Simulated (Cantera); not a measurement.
## Low-pressure radical oxidation in H2/O2

An isothermal, constant-pressure homogeneous reactor starts with H2 : O2 : N2 = 0.12 : 1 : 24 (molar parts), at 1450 K and 10.00 Torr.

Computed with Cantera and the H2/O2 subset of GRI-Mech 3.0, which has no nitrogen chemistry. Radical loss at walls, strong at low pressure, is not modelled.

```tsv
t (s)	x H2	x O2	x O	x HO2	x OH
0.000600	0.00478	0.0398	2.45e-9	5.17e-9	2.27e-9
0.00165	0.00478	0.0398	1.67e-8	1.41e-8	1.46e-8
0.00456	0.00478	0.0398	4.00e-7	3.79e-8	3.40e-7
0.0126	0.00304	0.0386	0.000730	8.56e-8	0.000507
0.0346	0.000151	0.0361	0.00294	7.12e-8	0.000557
0.0955	0.000146	0.0362	0.00285	7.07e-8	0.000550
0.263	0.000136	0.0363	0.00260	6.93e-8	0.000531
0.726	0.000111	0.0365	0.00206	6.54e-8	0.000481
2.00	6.64e-5	0.0369	0.00117	5.48e-8	0.000374
```
x: mole fraction; the columns are a selection and need not sum to one.

Equilibrium at this temperature and pressure: H2 2.04e-7, O2 0.0375, O 3.39e-6, HO2 2.74e-9, OH 2.09e-5 (gas phase only).
